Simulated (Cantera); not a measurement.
A closed system holds: 1 mol trisilylamine, 1.8 mol NH3, equilibrated at 1275 °C and 0.100 bar.

These are equilibrium values from Cantera (NASA tables, ideal gas, pure condensed phases), not measurements of a reactor. Candidate condensed phases: Si, Si3N4; 18 gas species. The feed counts by its element totals alone. Mutual solubility and eutectic melting of coexisting phases are not modelled. Kinetics and transport are ignored.

Question: What is the equilibrium state?

Answer: x(H2): 0.999
x(N2): 0.00118
x(H): 9.73e-5
x(SiH2): 2.72e-6
n(Si(s)): 0.913 mol
n(Si3N4(s)): 0.696 mol
gas amount: 7.209 mol
